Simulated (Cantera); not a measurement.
**Catalytic combustion on Pt**

An isothermal plug-flow reactor at 948 K and 500000 Pa (inlet), inlet velocity 3.7 m/s, active area per volume 270 1/m; feed 4.07 % CH4, 1.51 % O2, 92.0 % N2, 2.44 % H2O.

Detailed kinetics in Cantera: Deutschmann's 1995 Pt surface mechanism with GRI-Mech 3.0 gas chemistry. Catalytic surfaces can have several steady states; this one follows from the mechanism file's or the stated starting coverage. Mass transfer to the wall is taken as infinitely fast.

```tsv
z (m)	x CH4	x O2	x H2O	x CO2	x CO	θ free Pt	θ H*	θ CO*	θ C*
0.00029	0.0403	0.0145	0.0252	2.86e-7	0.000413	0.440	0.00172	0.0892	0.469
0.00062	0.0399	0.0140	0.0259	6.58e-7	0.000779	0.399	0.00175	0.113	0.486
0.0013	0.0394	0.0132	0.0270	1.31e-6	0.00134	0.345	0.00182	0.130	0.523
0.0029	0.0385	0.0120	0.0286	2.25e-6	0.00218	0.277	0.00195	0.128	0.593
0.0062	0.0375	0.0106	0.0303	3.12e-6	0.00316	0.213	0.00210	0.106	0.678
0.013	0.0365	0.00913	0.0321	3.73e-6	0.00418	0.158	0.00220	0.0761	0.764
0.029	0.0353	0.00766	0.0340	4.12e-6	0.00527	0.110	0.00223	0.0461	0.841
```
x: gas mole fraction; θ: surface coverage.
